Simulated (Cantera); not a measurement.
Mixture: CH4 : C2H6 : O2 : N2 = 1 : 0.046 : 1.66 : 6.25 (molar parts), equivalence ratio 1.3, at 350000 Pa, adiabatic and at constant pressure. Ignition delay is the time to a rise of 400 K.

Computed with Cantera and GRI-Mech 3.0 (53 species, 325 reactions).

Q: Predict: delay at 1200 K; delay at 1275 K; delay at 1350 K; delay at 1425 K; delay at 1500 K; delay at 1575 K; delay at 1650 K; apparent activation energy between 1500 and 1650 K.

A: 
- delay at 1200 K: 5.50 ms
- delay at 1275 K: 2.38 ms
- delay at 1350 K: 1.06 ms
- delay at 1425 K: 0.477 ms
- delay at 1500 K: 0.223 ms
- delay at 1575 K: 0.109 ms
- delay at 1650 K: 57.2 µs
- apparent activation energy between 1500 and 1650 K: 190 kJ/mol
